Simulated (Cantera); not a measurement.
# Reactions in the system Ba-F-H-O

Cantera with NASA thermochemical tables; ideal gases at 1 bar, condensed phases pure. Values are per mole of reaction as written; species without (g) are pure solids or liquids, kept so even where they would boil at 1 bar.

2 BaO + 2 HF(g) ⇌ Ba + Ba(OH)2 + 2 F(g)

| T (K) | ΔH° (kJ) | ΔS° (J/K) | ΔG° (kJ) | log10 K | condensed phases |
|---|---|---|---|---|---|
| 1598 | 931.3 | 92.0 | 784.3 | -25.64 | BaO(s), Ba(l), Ba(OH)2(l) |
| 1698 | 934.7 | 94.0 | 775.0 | -23.84 | BaO(s), Ba(l), Ba(OH)2(l) |
| 1798 | 937.8 | 95.8 | 765.5 | -22.24 | BaO(s), Ba(l), Ba(OH)2(l) |
| 1898 | 940.7 | 97.4 | 755.8 | -20.80 | BaO(s), Ba(l), Ba(OH)2(l) |
| 1998 | 943.5 | 98.8 | 746.0 | -19.50 | BaO(s), Ba(l), Ba(OH)2(l) |
| 2098 | 946.0 | 100.1 | 736.0 | -18.33 | BaO(s), Ba(l), Ba(OH)2(l) |
| 2198 | 948.4 | 101.2 | 726.0 | -17.25 | BaO(s), Ba(l), Ba(OH)2(l) |
| 2298 | 833.3 | 50.9 | 716.4 | -16.28 | BaO(l), Ba(l), Ba(OH)2(l) |
| 2398 | 835.2 | 51.7 | 711.3 | -15.49 | BaO(l), Ba(l), Ba(OH)2(l) |
| 2498 | 837.1 | 52.4 | 706.1 | -14.76 | BaO(l), Ba(l), Ba(OH)2(l) |
